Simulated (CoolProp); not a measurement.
The fluid at 384.3 K and 2.92 MPa flows at 0.22 m/s in a round tube of 4.6 mm bore and 0.25 µm roughness, fully developed (64/Re and Nu = 3.66 if laminar; Colebrook and Gnielinski if turbulent). The same conditions are run with several fluids, on thermodynamics alone (safety and materials aside).

Computed with CoolProp (reference Helmholtz-energy equation of state of each fluid (R410A: Lemmon 2003; oxygen: Schmidt 1985; R125: Lemmon 2005; R134a: Tillner-Roth 1994)). Blends and air are pseudo-pure fits.

| fluid | Reynolds number | Darcy friction factor | pressure drop (Pa/m) | heat-transfer coefficient (W/(m² K)) | mass flow (kg/h) |
|---|---|---|---|---|---|
| R410A | 4490 | ___ | 16.0 | 79.2 | 1.04 |
| oxygen | ___ | 0.0553 | 8.52 | 27.0 | ___ |
| R125 | 7530 | 0.0334 | 24.0 | 127 | 1.80 |
| R134a | ___ | 0.0330 | ___ | 141 | 1.71 |

### Question
Some entries are withheld; supply them.

### Answer

- R410A, Darcy friction factor: 0.0386
- oxygen, Reynolds number: 1160
- oxygen, mass flow (kg/h): 0.385
- R134a, Reynolds number: 7840
- R134a, pressure drop (Pa/m): 22.6

Above 300 K oxygen's equation is extrapolated.

Transport values come from each fluid's own correlations; those of R134a are estimates that may be off by 10 % or more.
